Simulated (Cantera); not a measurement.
Input (Python, Cantera):

```python
import numpy as np
import cantera as ct

gas = ct.Solution("gri30.yaml", transport_model="mixture-averaged")
show = ['H', 'NH3', 'CH3']

rows = []
print(f"{'T/K':>7s}{'rho':>11s}{'cp':>10s}{'mu':>11s}{'lambda':>11s}{'Pr':>7s}" + "".join(f"{'D_' + s:>11s}" for s in show))
for T in [400, 550, 700, 850, 1000, 1150, 1300, 1450]:
    gas.TPX = T, 81, {'C2H6': 0.69}
    Pr = gas.cp_mass * gas.viscosity / gas.thermal_conductivity
    D = [gas.mix_diff_coeffs_mole[gas.species_index(s)] for s in show]
    rows.append([gas.density, gas.cp_mass, gas.viscosity, gas.thermal_conductivity, Pr, *D])
    print(f"{T:7g}{gas.density:11.4e}{gas.cp_mass:10.1f}{gas.viscosity:11.4e}"
          f"{gas.thermal_conductivity:11.4e}{Pr:7.3f}" + "".join(f"{d:11.4e}" for d in D))
print("SI units: kg/m3, J/kg/K, Pa s, W/m/K, m2/s")
```

Result:

```
    T/K        rho        cp         mu     lambda     Pr        D_H      D_NH3      D_CH3
    400 7.3236e-04    2166.5 1.2323e-05 3.5590e-02  0.750 1.7636e-01 3.2119e-02 3.3854e-02
    550 5.3263e-04    2784.4 1.6244e-05 6.0276e-02  0.750 3.1320e-01 5.9401e-02 6.0108e-02
    700 4.1849e-04    3308.0 1.9713e-05 8.6786e-02  0.751 4.7847e-01 9.3249e-02 9.1816e-02
    850 3.4464e-04    3716.6 2.2851e-05 1.1352e-01  0.748 6.6935e-01 1.3291e-01 1.2843e-01
   1000 2.9294e-04    4080.0 2.5738e-05 1.3980e-01  0.751 8.8385e-01 1.7785e-01 1.6958e-01
   1150 2.5473e-04    4364.9 2.8428e-05 1.6532e-01  0.751 1.1205e+00 2.2765e-01 2.1498e-01
   1300 2.2534e-04    4601.4 3.0960e-05 1.8995e-01  0.750 1.3781e+00 2.8201e-01 2.6439e-01
   1450 2.0203e-04    4796.5 3.3362e-05 2.1362e-01  0.749 1.6557e+00 3.4068e-01 3.1764e-01
SI units: kg/m3, J/kg/K, Pa s, W/m/K, m2/s
```

Detailed kinetics in Cantera: GRI-Mech 3.0 (53 species, 325 reactions). The composition is frozen, though it would react at the higher temperatures.
